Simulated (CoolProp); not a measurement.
A simple Rankine cycle with R142b: condensing at 325.15 K, boiler at 2.8 MPa, turbine inlet 469 K, turbine efficiency 0.85, pump efficiency 0.7, no recuperator. Each further row changes one setting.

The numbers come from the reference Helmholtz-energy equation of state, Lemmon 2006 in CoolProp. It is a short technical equation, of lower accuracy than the large ones.

```tsv
case	thermal efficiency (%)	net work (kJ/kg)	heat in (kJ/kg)	turbine exit temperature (K)	volume ratio over the turbine
as stated	11.1	34.6	313	418.0	___
condensing temperature 317.15 K	12.4	40.2	324	411.3	4.79
boiler pressure 1.96 MPa	8.5	___	321	433.0	___
turbine efficiency 0.75	9.7	30.2	313	422.1	___
```

Question: Some entries are withheld; supply them.

Answer: 
- as stated, volume ratio over the turbine: 3.91
- boiler pressure 1.96 MPa, net work (kJ/kg): 27.4
- boiler pressure 1.96 MPa, volume ratio over the turbine: 2.69
- turbine efficiency 0.75, volume ratio over the turbine: 3.96
